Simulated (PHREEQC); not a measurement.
A solution holds 53 mmol/kgw AgF, 0.041 mmol/kgw HF and 0.8 mmol/kgw Na2SO4, at 25 °C. It is in equilibrium with CO2 at log p = -1 (atm). Otherwise closed; pH follows from the charge balance.

All values are PHREEQC results (ion-association model, wateq4f.dat), not measurements.

No solid was allowed to form.

**Question.** Order these Ag species by the share of Ag that they hold, largest first: AgF, AgSO4-, Ag+.

**Answer.** Ag+ (93 %), AgF (6.8 %), AgSO4- (0.46 %)

**Question.** Order these S species by the share of S that they hold, largest first: NaSO4-, AgSO4-, SO4-2.

**Answer.** SO4-2 (69 %), AgSO4- (30 %), NaSO4- (0.25 %)

The pH is 5.27 and the ionic strength 0.0513 mol/kgw.
